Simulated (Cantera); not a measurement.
## Premixed flame

A freely propagating, adiabatic, planar premixed flame of 9.51 % CH4, 19.0 % O2, 71.5 % N2, unburnt at 675 K and 0.180 bar; mixture-averaged transport, grid criteria slope 0.08 and curve 0.16, no radiation.

Cantera simulation using GRI-Mech 3.0 (53 species, 325 reactions); the numbers are that mechanism's predictions, not measurements. Burning velocities carry a grid error of a few per cent, more on coarse grids.

| z (mm) | T (K) | u (m/s) | x CH4 | x O2 | x H | x C2H4 | x CO | x O |
|---|---|---|---|---|---|---|---|---|
| -4.27 | 675 | 2.23 | 0.0950 | 0.190 | 2.39e-8 | <1e-8 | 5.76e-7 | <1e-8 |
| -2.85 | 676 | 2.24 | 0.0947 | 0.190 | 8.33e-7 | 6.68e-8 | 1.29e-5 | 5.95e-8 |
| -2.14 | 680 | 2.26 | 0.0942 | 0.189 | 6.15e-6 | 6.43e-7 | 9.39e-5 | 3.54e-7 |
| -1.42 | 718 | 2.40 | 0.0909 | 0.186 | 6.08e-5 | 1.11e-5 | 0.00110 | 2.85e-6 |
| -0.712 | 1019 | 3.46 | 0.0684 | 0.161 | 0.000665 | 0.000197 | 0.0129 | 5.04e-5 |
| -0.356 | 1395 | 4.81 | 0.0381 | 0.122 | 0.00224 | 0.000513 | 0.0333 | 0.000298 |
| 0 | 1760 | 6.14 | 0.0103 | 0.0753 | 0.00624 | 0.000336 | 0.0554 | 0.00155 |
| 0.356 | 1917 | 6.71 | 0.00112 | 0.0457 | 0.0111 | 3.04e-5 | 0.0594 | 0.00448 |
| 0.712 | 1951 | 6.82 | 6.69e-5 | 0.0337 | 0.0141 | 7.92e-7 | 0.0527 | 0.00669 |
| 1.42 | 1971 | 6.86 | 2.09e-7 | 0.0273 | 0.0162 | <1e-8 | 0.0424 | 0.00768 |
| 2.85 | 1994 | 6.91 | <1e-8 | 0.0250 | 0.0165 | <1e-8 | 0.0360 | 0.00760 |
| 5.70 | 2025 | 7.00 | <1e-8 | 0.0238 | 0.0151 | <1e-8 | 0.0341 | 0.00708 |
| 11.4 | 2073 | 7.14 | <1e-8 | 0.0225 | 0.0127 | <1e-8 | 0.0330 | 0.00618 |
x: mole fraction of selected species; z is measured from the peak of heat release.

The laminar burning velocity is 223 cm/s. The thermal thickness comes out as 1.42 mm and the peak x(H) is 0.0166. The peak x(C2H4) is 0.000550. The peak x(CO) is 0.0602. The peak x(O) comes out as 0.00772.
